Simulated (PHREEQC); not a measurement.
**Spent oxide etchant**

Dissolve 0.017 mol/kgw HF, 0.001 mol/kgw H2SiF6, 0.055 mol/kgw H3PO4 and 0.0016 mol/kgw HCl at 15 °C. Closed to the air; pH follows from the charge balance.

The numbers come from PHREEQC with the ion-association model, wateq4f.dat.

Precipitation was switched off in this run.

Question: Predict the pH.

Answer: pH 1.72.

Question: In which forms is F present?

Answer: HF 64 %, SiF6-2 26 %, H2F2 6.9 %, F- 3.1 % of the F.

wateq4f.dat counts part of the HF as a dimer, H2F2, which phreeqc.dat doesn't know; its constant is uncertain. H3PO4, which wateq4f.dat lacks, is added to it with the constant of phreeqc.dat. SiF6-2 is the database's only silicon fluoride.
